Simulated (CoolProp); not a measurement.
The fluid at 293.15 K and 15.8 MPa is throttled through a valve to 10.7 MPa with no heat exchange. The same conditions are run with several fluids, on thermodynamics alone (safety and materials aside).

The numbers come from the reference Helmholtz-energy equation of state of each fluid (dimethyl carbonate: Zhou 2011; isobutene: Lemmon 2005; n-decane: Lemmon 2006; the fluoroketone C6F12O (FK-5-1-12): McLinden 2015; carbonyl sulfide: Lemmon 2006) in CoolProp.

```csv
fluid,temperature change (K),final density (kg/m³)
dimethyl carbonate,+1.7,…
isobutene,…,…
n-decane,+2.3,…
the fluoroketone C6F12O (FK-5-1-12),+1.6,1660
carbonyl sulfide,…,…
```

Question: Complete the blanks.

Answer: 
- dimethyl carbonate, final density (kg/m³): 1080
- isobutene, temperature change (K): +1.8
- isobutene, final density (kg/m³): 609
- n-decane, final density (kg/m³): 737
- carbonyl sulfide, temperature change (K): +1.3
- carbonyl sulfide, final density (kg/m³): 1030
